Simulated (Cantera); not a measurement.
A closed system holds: 1 mol CH2F2, 0.03 mol HCl, held at 1927 °C and 1.70 mbar.

These are equilibrium values from Cantera (NASA tables, ideal gas, pure condensed phases), not measurements of a reactor. Candidate condensed phases: C, C6H6, C7H8, C8H18; 118 gas species. The numbers say what is thermodynamically allowed, not how fast it happens.

Base state: HF 0.974, Cl 0.00971, H 0.00690, HCl 0.00493, H2 0.00255, F 0.00227, CF 2.57e-5, CF2 1.07e-5 (mole fractions); condensed: C(graphite).

**Question.** What changes in the equilibrium state with this change: HCl from 0.03 to 1.1 mol?

**Answer.** 
```tsv
species	before	after
HF	0.974	0.601
HCl	0.00493	0.222
Cl	0.00971	0.109
H2	0.00255	0.0408
H	0.00690	0.0276
CF2	1.07e-5	2.54e-7
C2H2 (acetylene)	6.54e-6	0.000105
F	0.00227	0.000350
CF	2.57e-5	3.96e-6
C(graphite), mol	1.000	0.999
```
